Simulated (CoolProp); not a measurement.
Saturation properties of R1234ze(Z).

Computed with CoolProp (reference Helmholtz-energy equation of state, Akasaka 2019).

```csv
T (K),p (MPa),liquid density (kg/m³),vapour density (kg/m³),liquid cp (kJ/(kg K)),surface tension (mN/m)
337,0.5729,1112,27.72,1.406,8.13
343.2,0.6725,1092,32.65,1.433,7.42
349.5,0.7866,1070,38.42,1.462,6.71
355.7,0.9127,1048,44.96,1.494,6.03
362,1.056,1025,52.62,1.531,5.35
368.2,1.213,1001,61.35,1.573,4.70
374.5,1.389,974.7,71.65,1.623,4.05
380.7,1.581,947.2,83.51,1.684,3.43
387,1.797,916.9,97.74,1.762,2.82
393.2,2.030,884.1,114.5,1.865,2.25
399.5,2.290,846.8,135.4,2.015,1.69
```

It boils at 282.9 K under 1 atm.

Surface tension comes from a separate correlation (Kondou 2015).
